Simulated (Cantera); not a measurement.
Charge: 1 mol CHF3, 0.37 mol HCl, 2.4 mol H2, at 4.20 mbar.

Cantera equilibrium calculation (NASA polynomials, part measured and part estimated; ideal gas, pure solids and liquids). Candidate condensed phases: C, C6H6, C7H8, C8H18; 118 gas species. Kinetics and transport are ignored.

x: gas mole fraction; n: condensed amount in mol.

```csv
T (K),x HF,x H2,x H,x HCl,x Cl,x C2H2 (acetylene),n C(graphite)
1198,0.629,0.293,1.59e-6,0.0776,3.64e-7,[?],1.000
1298,0.629,0.293,8.96e-6,0.0776,2.00e-6,[?],1.000
1398,0.629,0.293,3.96e-5,0.0776,8.61e-6,[?],1.000
1498,0.629,0.293,0.000144,0.0775,3.06e-5,[?],1.000
1598,0.629,0.293,0.000445,0.0775,9.29e-5,[?],1.000
1698,0.628,0.293,0.00121,0.0773,0.000248,[?],1.000
1798,0.628,0.292,0.00293,0.0768,0.000592,[?],1.000
1898,0.626,0.290,0.00649,0.0760,0.00129,[?],0.999
1998,0.624,0.286,0.0132,0.0744,0.00257,[?],0.998
2098,0.620,0.279,0.0251,0.0717,0.00475,[?],0.996
2198,0.612,0.267,0.0444,0.0674,0.00815,[?],0.993
2298,0.601,0.249,0.0738,0.0612,0.0130,[?],0.989
2398,0.586,0.224,0.115,0.0529,0.0194,[?],0.983
```

Task: What belongs in the gaps?

Result: 
- 1198, x C2H2 (acetylene): 2.90e-8
- 1298, x C2H2 (acetylene): 1.64e-7
- 1398, x C2H2 (acetylene): 7.19e-7
- 1498, x C2H2 (acetylene): 2.59e-6
- 1598, x C2H2 (acetylene): 7.90e-6
- 1698, x C2H2 (acetylene): 2.11e-5
- 1798, x C2H2 (acetylene): 5.03e-5
- 1898, x C2H2 (acetylene): 0.000109
- 1998, x C2H2 (acetylene): 0.000217
- 2098, x C2H2 (acetylene): 0.000398
- 2198, x C2H2 (acetylene): 0.000677
- 2298, x C2H2 (acetylene): 0.00107
- 2398, x C2H2 (acetylene): 0.00155
